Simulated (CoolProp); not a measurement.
C3F8 (R218) along the isotherm 24.65 °C: fugacity coefficient from the reference equation and from simpler models built on Tc = 71.9 °C, pc = 2.640 MPa, ω = 0.317; each cubic takes its own stable root.

The numbers come from the reference Helmholtz-energy equation of state, Lemmon 2006 in CoolProp. It is a short technical equation, of lower accuracy than the large ones.

| p (MPa) | phase | reference | Redlich-Kwong | Peng-Robinson |
|---|---|---|---|---|
| 0.11 | gas | 0.9772 | 0.9785 | 0.9752 |
| 0.22 | gas | ? | 0.9571 | 0.9506 |
| 0.33 | gas | 0.9315 | 0.9359 | 0.9261 |
| 0.44 | gas | 0.9085 | 0.9146 | 0.9019 |
| 0.55 | gas | 0.8854 | 0.8935 | 0.8777 |
| 0.66 | gas | 0.8620 | 0.8724 | 0.8537 |
| 0.77 | gas | 0.8383 | 0.8513 | 0.8297 |
| 0.88 | liquid | 0.8005 | 0.8301 | 0.7938 |
| 0.99 | liquid | 0.7161 | 0.8088 | ? |
| 1.1 | liquid | 0.6485 | 0.7820 | 0.6428 |
| 1.21 | liquid | 0.5933 | 0.7162 | ? |
| 1.32 | liquid | 0.5473 | 0.6613 | 0.5423 |

Question: Complete the blanks.

Answer: 
- 0.22, reference: 0.9544
- 0.99, Peng-Robinson: 0.7099
- 1.21, Peng-Robinson: 0.5880

At some of these states Redlich-Kwong gives the other phase, because its saturation line lies elsewhere.
